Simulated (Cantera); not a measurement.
An isothermal, constant-pressure homogeneous reactor starts with 1.09 % C₂H₆, 98.9 % H₂, at 1350 K and 0.133 bar.

Computed with Cantera and GRI-Mech 3.0 (53 species, 325 reactions). GRI-Mech 3.0 stops at C3 and has no aromatics, soot or wall deposition, so with more carbon than oxygen in the feed, carbon stays in small species such as C2H2 where larger ones or solid carbon would form.

x: mole fraction; the columns are a selection and need not sum to one.

```
t (s)       x C₂H₆   x H₂    x C₂H₄       x H    x CH₄     x C₂H
--------  --------  -----  --------  --------  -------  --------
3.00e-6     0.0109  0.989  9.07e-10   1.41e-7  1.51e-7    <1e-12
1.27e-5     0.0109  0.989   1.51e-7   1.68e-6  2.14e-6    <1e-12
5.38e-5     0.0108  0.989   1.18e-5   1.18e-5  1.89e-5    <1e-12
0.000228    0.0104  0.989       ___       ___      ___    <1e-12
0.000965       ___  0.988       ___       ___      ___  5.03e-12
0.00409   0.000259  0.985   0.00609  0.000129  0.00717  7.33e-11
0.0173     1.90e-5  0.985   0.00500   3.57e-5  0.00747  4.87e-11
0.0734     1.24e-5  0.985   0.00368   1.79e-5  0.00756  3.98e-11
0.311      5.87e-6  0.985   0.00183   1.42e-5  0.00770  4.87e-11
1.32       3.36e-6  0.985   0.00109   1.18e-5  0.00795  4.54e-11
5.57       3.11e-6  0.985   0.00102   1.12e-5  0.00876  4.06e-11
23.6       2.46e-6  0.984  0.000815   9.62e-6   0.0114  2.78e-11
100        1.31e-6  0.981  0.000412   7.44e-6   0.0165  1.09e-11
```

### Question
What belongs in the gaps?

### Answer

- 0.000228, x C₂H₄: 0.000307
- 0.000228, x H: 5.29e-5
- 0.000228, x CH₄: 0.000154
- 0.000965, x C₂H₆: 0.00616
- 0.000965, x C₂H₄: 0.00325
- 0.000965, x H: 0.000162
- 0.000965, x CH₄: 0.00259
